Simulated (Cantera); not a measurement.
A closed system holds: 1 mol SiH2Cl2, 29 mol N2, at 24.8 Torr.

Equilibrium computed with Cantera from the NASA thermochemical tables; the gas is ideal and each condensed phase is pure. Candidate condensed phases: NH4Cl, Si, Si3N4; 28 gas species. N2 is the only nitrogen source here; it is nearly inert below about 1500 K, so the nitride shown seldom forms there in practice. The numbers say what is thermodynamically allowed, not how fast it happens. All values below are at 898 K.

Base state: N2 0.939, HCl 0.0445, H2 0.0108, SiCl4 0.00539 (mole fractions); condensed: Si3N4(s).

Problem. What changes in the equilibrium state with this change: N2 from 29 to 6.5 mol?

Solution. 
| species | before | after |
|---|---|---|
| N2 | 0.939 | 0.770 |
| HCl | 0.0445 | 0.147 |
| H2 | 0.0108 | 0.0554 |
| SiCl4 | 0.00539 | 0.0277 |
| SiHCl3 | 3.63e-6 | 2.90e-5 |
| Si3N4(s), mol | 0.279 | 0.262 |
